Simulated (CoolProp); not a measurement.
Vapour-liquid equilibrium of CH2F2 (R32) (1) + R1234ze(E) (2) at 1.34 MPa; x and y are mole fractions of (1).

Values from CoolProp's multi-fluid Helmholtz-energy mixture model, Tillner-Roth 1997 and Thol 2016; pair parameters Bell 2023.

| x | bubble temperature, mixture model (°C) | bubble temperature, Raoult's law (°C) | y, mixture model | y, Raoult's law |
|---|---|---|---|---|
| 0.05 | 58.0 | 57.9 | 0.113 | 0.140 |
| 0.2 | 47.2 | 47.5 | 0.390 | 0.442 |
| 0.35 | 38.7 | 39.3 | 0.581 | 0.636 |
| 0.5 | 32.0 | 32.5 | 0.716 | 0.768 |
| 0.65 | 26.6 | 26.9 | 0.818 | 0.862 |
| 0.8 | 22.0 | 22.1 | 0.902 | 0.932 |
| 0.95 | 17.9 | 17.9 | 0.977 | 0.985 |

The largest gap from Raoult's law is -0.6 K in bubble temperature, at x = 0.35. No azeotrope shows between x = 0.05 and 0.95.

The pair parameters rest on a limited set of measurements; away from them the model extrapolates.
